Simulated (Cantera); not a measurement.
**Premixed flame**

A freely propagating, adiabatic, planar premixed flame of H2 : O2 : N2 = 1 : 0.179 : 0.536 (molar parts), unburnt at 700 K and 10.0 bar; mixture-averaged transport, grid criteria slope 0.08 and curve 0.16, no radiation.

Computed with Cantera and the H2/O2 subset of GRI-Mech 3.0, which has no nitrogen chemistry. The hydrogen kinetics of GRI-Mech 3.0 are dated; newer H2 mechanisms differ, most at raised pressure. Burning velocities carry a grid error of a few per cent, more on coarse grids.

```csv
z (mm),T (K),u (m/s),x H2,x O2,x H2O2,x HO2,x OH,x O
-0.0822,700,11.7,0.583,0.104,<1e-8,<1e-8,<1e-8,<1e-8
-0.0548,700,11.7,0.583,0.104,<1e-8,1.66e-8,<1e-8,<1e-8
-0.0411,700,11.7,0.583,0.104,<1e-8,2.04e-7,<1e-8,<1e-8
-0.0274,702,11.7,0.583,0.104,7.78e-8,7.82e-6,<1e-8,2.70e-8
-0.0137,778,12.7,0.572,0.105,2.07e-5,0.000837,8.07e-5,1.83e-5
-0.00685,1058,16.8,0.538,0.0955,5.79e-5,0.000870,0.000683,0.000258
0,1438,22.3,0.478,0.0663,2.11e-5,0.000444,0.00150,0.00104
0.00685,1708,26.3,0.425,0.0314,4.45e-6,0.000196,0.00226,0.00116
0.0137,1850,28.4,0.399,0.0118,2.23e-6,7.16e-5,0.00244,0.000684
0.0274,1970,30.1,0.389,0.00177,7.12e-7,1.01e-5,0.00239,0.000257
0.0548,2064,31.3,0.395,0.000120,2.25e-7,7.47e-7,0.00206,0.000122
0.110,2142,32.3,0.402,1.67e-5,1.00e-7,1.61e-7,0.00153,5.70e-5
0.219,2198,33.0,0.408,6.10e-6,4.37e-8,6.04e-8,0.00101,2.22e-5
```
x: mole fraction of selected species; z is measured from the peak of heat release.

The laminar burning velocity is 1170 cm/s. The thermal thickness is 0.0274 mm and the peak x(H2O2) is 5.81e-5. The peak x(HO2) is 0.00110 and the peak x(OH) is 0.00245. The peak x(O) is 0.00125.
